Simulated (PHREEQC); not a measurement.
Consider water at 25 °C with 0.13 mol/kgw HCl, 0.16 mol/kgw Al2(SO4)3 and 0.00088 mol/kgw Fe2(SO4)3. Closed to the air; pH follows from the charge balance.

Equilibrium calculation in PHREEQC: ion-association model, phreeqc.dat.

```tsv
quantity	before	after
pH	1.35	1.68
ionic strength (mol/kgw)	0.585	0.567
HSO4- (mol/kgw)	0.0688	0.0996
SO4-2 (mol/kgw)	0.0605	0.0453
```

Name the change that produced these shifts.
A) temperature from 25 to 5 °C
B) temperature from 25 to 85 °C
C) diluted 100-fold with water
D) HCl from 0.13 to 0.013 mol/kgw
E) Fe2(SO4)3 replaced by NaHSO4 at the same molality

B, temperature from 25 to 85 °C

Precipitation was switched off in this run. Some of these states are supersaturated (in Hematite (slow to form), Goethite (slow to form), for instance). Away from 25 °C the constants follow the database's enthalpies or fits; those with neither stay at their 25 °C values.
